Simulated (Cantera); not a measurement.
An adiabatic, constant-pressure homogeneous reactor starts with C3H8 : O2 : N2 : H2O : H2 = 1 : 2.38 : 8.95 : 3.2 : 0.16 (molar parts), at 1475 K and 12.0 bar.

Model: GRI-Mech 3.0 (53 species, 325 reactions), integrated in Cantera. GRI-Mech 3.0 was tuned for natural gas; its chemistry of propane as a main component is partial and can be far from experiment. The pressure lies above the range GRI-Mech 3.0 was tuned for (to about 10 atm).

One state of this run: T (K) = 2362; x C3H8 = 2.36e-10; x O2 = 2.07e-6; x H2O = 0.244; x C2H6 = 9.18e-7; x NO = 1.32e-5; x CH2CO = 3.49e-5. x: mole fraction; the columns are a selection and need not sum to one.

Which value of t (s) does it belong to?
(A) 0.251
(B) 0.000252
(C) 6.33e-5
(D) 0.0632

C, 6.33e-5
